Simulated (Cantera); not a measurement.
# Thermodynamics of carbon deposition, reforming and gasification, feed C2H4 + CO2 + H2 + O2

Charge: 1 mol C2H4, a varied amount of CO2, 2.9 mol H2, 0.023 mol O2, equilibrated at 1648 K and 1.33 mbar.

Equilibrium computed with Cantera from the NASA thermochemical tables; the gas is ideal and each condensed phase is pure. Candidate condensed phases: C, C6H6, C7H8, C8H18, H2O; 110 gas species. The numbers say what is thermodynamically allowed, not how fast it happens.

From 0.44 mol CO2 to 1.7 mol CO2 the condensed part is C(graphite). From 2.1 mol CO2 to 3.4 mol CO2 nothing is condensed. The main C-bearing gas is CO throughout.

```csv
n(CO2) (mol),log p H2,log p CO,log p H2O,log p CO2,log p H,n C(graphite)
0.44,-2.95,-3.67,-9.81,-11.04,-5.53,1.51
0.87,-3.01,-3.45,-9.65,-10.59,-5.56,1.08
1.3,-3.06,-3.33,-9.58,-10.35,-5.58,0.654
1.7,-3.11,-3.26,-9.55,-10.21,-5.60,0.254
2.1,-3.15,-3.22,-4.77,-5.34,-5.63,0
2.6,-3.21,-3.21,-4.16,-4.66,-5.66,0
3,-3.26,-3.20,-3.98,-4.43,-5.68,0
3.4,-3.30,-3.19,-3.88,-4.27,-5.70,0
```
log p: log10 of the partial pressure in bar; n: condensed amount in mol.
